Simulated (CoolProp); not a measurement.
A simple Rankine cycle with R236EA: condensing at 288.15 K, boiler at 2.62 MPa, turbine inlet 411 K, turbine efficiency 0.75, pump efficiency 0.7, no recuperator. Each further row changes one setting.

The numbers come from the reference Helmholtz-energy equation of state, Rui 2013 in CoolProp.

| case | thermal efficiency (%) | net work (kJ/kg) | heat in (kJ/kg) | turbine exit temperature (K) | volume ratio over the turbine |
|---|---|---|---|---|---|
| as stated | 14.3 | ? | 243 | 341.4 | 22.9 |
| condensing temperature 280.15 K | 15.3 | ? | 253 | 336.4 | 31.1 |
| boiler pressure 1.83 MPa | ? | 33.8 | 257 | 357.0 | 13.9 |
| turbine efficiency 0.65 | 12.3 | 29.9 | 243 | ? | ? |

**Question.** Complete the blanks.

**Answer.** 
- as stated, net work (kJ/kg): 34.8
- condensing temperature 280.15 K, net work (kJ/kg): 38.9
- boiler pressure 1.83 MPa, thermal efficiency (%): 13.1
- turbine efficiency 0.65, turbine exit temperature (K): 346.7
- turbine efficiency 0.65, volume ratio over the turbine: 23.3
